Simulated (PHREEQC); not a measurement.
Dissolve 0.023 mol/kgw Na2SeO4 and 3.1e-05 mol/kgw CaCl2 at 45 °C. Closed to the air; pH follows from the charge balance.

All values are PHREEQC results (ion-association model, wateq4f.dat), not measurements.

Each row changes one thing in this solution. No solid was allowed to form.

```csv
case,pH,HSeO4- (mol/kgw)
as made,6.81,1.38e-7
CaCl2 left out,6.81,1.38e-7
temperature from 45 to 15 °C,7.22,2.46e-8
CaCl2 replaced by Ca(OH)2 at the same molality,9.09,7.22e-10
diluted 5-fold with water,6.74,4.43e-8
0.0014 mol/kgw NaHCO3 added,7.87,1.19e-8
0.00024 mol/kgw Na2SO4 added,6.81,1.38e-7
temperature from 45 to 5 °C,7.40,1.21e-8
CaCl2 replaced by CaSO4 at the same molality,6.81,1.38e-7
```

Away from 25 °C the constants follow the database's enthalpies or fits; those with neither stay at their 25 °C values.
